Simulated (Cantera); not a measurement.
Charge: 1 mol Fe₃O₄, 2600 mol H₂, 5.4 mol N₂, equilibrated at 1625 K and 133 Pa.

Equilibrium computed with Cantera from the NASA thermochemical tables; the gas is ideal and each condensed phase is pure. Candidate condensed phases: Fe, FeO, Fe(OH)₂, Fe(OH)₃, Fe₂O₃, Fe₃O₄, H₂O; 27 gas species. Equilibrium is a limit: real reactors are often held back by kinetics, nucleation or transport.

Base state: H₂ 0.993, N₂ 0.00207, H 0.00193, H₂O 0.00153, Fe 0.00115 (mole fractions); condensed: gas only.

### Question
What changes in the equilibrium state with this change: temperature from 1625 K to 1348 K?

### Answer
```tsv
species	before	after
H₂	0.993	0.996
N₂	0.00207	0.00207
H₂O	0.00153	0.00154
H	0.00193	6.32e-5
Fe	0.00115	3.06e-6
Fe(γ), mol	0	2.99
```
